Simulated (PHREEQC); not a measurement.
Dissolve 0.021 mol/kgw HCl, 0.00031 mol/kgw ZnSO4 and 0.23 mol/kgw CuCl2 at 20 °C. Closed to the air; pH follows from the charge balance.

All values are PHREEQC results (ion-association model, phreeqc.dat), not measurements.

No solid was allowed to form.

**Question.** Order these Cu species by the share of Cu that they hold, largest first: Cu+2, CuCl2, CuCl+.

**Answer.** Cu+2 (81 %), CuCl+ (18 %), CuCl2 (1.4 %)

**Question.** Order these Zn species by the share of Zn that they hold, largest first: ZnCl4-2, ZnCl+, Zn+2, ZnCl3-, ZnCl2.

**Answer.** Zn+2 (81 %), ZnCl+ (15 %), ZnCl2 (2.4 %), ZnCl3- (1.3 %), ZnCl4-2 (0.55 %)

The pH is 1.80 and the ionic strength 0.621 mol/kgw.
